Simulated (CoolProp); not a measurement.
Vapour-liquid equilibrium of C2F6 (R116) (1) + R143a (2) at -1.15 °C; x and y are mole fractions of (1).

Values from CoolProp's multi-fluid Helmholtz-energy mixture model, Lemmon 2006 and Lemmon and Jacobsen 2000; pair parameters Bell 2016.

| x | bubble pressure (MPa) | y at the bubble point | dew pressure at overall composition x (MPa) | liquid density (mol/L) |
|---|---|---|---|---|
| 0.05 | 0.7335 | 0.195 | 0.6281 | 11.99 |
| 0.2 | 1.064 | 0.478 | 0.7380 | 11.26 |
| 0.35 | 1.298 | 0.607 | 0.8883 | 10.56 |
| 0.5 | 1.469 | 0.690 | ___ | 9.884 |
| 0.65 | 1.603 | 0.763 | ___ | ___ |
| 0.8 | 1.711 | 0.846 | 1.657 | 8.748 |
| 0.95 | ___ | 0.954 | 1.779 | 8.380 |

Task: Fill in the missing entries.

Result: 
- 0.5, dew pressure at overall composition x (MPa): 1.101
- 0.65, dew pressure at overall composition x (MPa): 1.387
- 0.65, liquid density (mol/L): 9.267
- 0.95, bubble pressure (MPa): 1.781

No azeotrope shows between x = 0.05 and 0.95.

Pair parameters are fitted to limited data, so mixtures are less certain than the pure fluids.
